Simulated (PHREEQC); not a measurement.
# Hard or scaling water

Dissolve 0.033 mol BaCl2, 0.00093 mol NaF and 0.031 mol NaCl per kg of water at 20 °C. Closed to the air; pH follows from the charge balance.

All values are PHREEQC results (ion-association model, wateq4f.dat), not measurements.

Each row changes one thing in this solution. This is a speciation only: nothing precipitates in the calculation.

```tsv
case	pH	NaF (mol/kgw)	HF (mol/kgw)	BaOH+ (mol/kgw)	HF2- (mol/kgw)	SI of BaF2 (BaF2)	SI of Halite (NaCl)
as made	7.17	9.36e-6	6.10e-8	7.52e-9	2.13e-10	-2.50	-4.32
NaCl from 0.031 to 0.0341 mol/kgw	7.17	1.02e-5	6.09e-8	7.46e-9	2.12e-10	-2.51	-4.27
NaCl from 0.031 to 0.0465 mol/kgw	7.17	1.35e-5	6.03e-8	7.25e-9	2.10e-10	-2.53	-4.09
temperature from 20 to 50 °C	6.79	9.08e-6	2.53e-7	3.01e-9	1.04e-9	-2.61	-4.40
BaCl2 from 0.033 to 0.0363 mol/kgw	7.17	9.22e-6	6.08e-8	8.06e-9	2.13e-10	-2.47	-4.30
temperature from 20 to 35 °C	6.97	9.23e-6	1.28e-7	4.58e-9	4.98e-10	-2.55	-4.36
NaF from 0.00093 to 0.00102 mol/kgw	7.18	1.03e-5	6.56e-8	7.67e-9	2.51e-10	-2.42	-4.32
```

Complexes and solids missing from the database can't appear. Constants without temperature data keep their 25 °C values here.
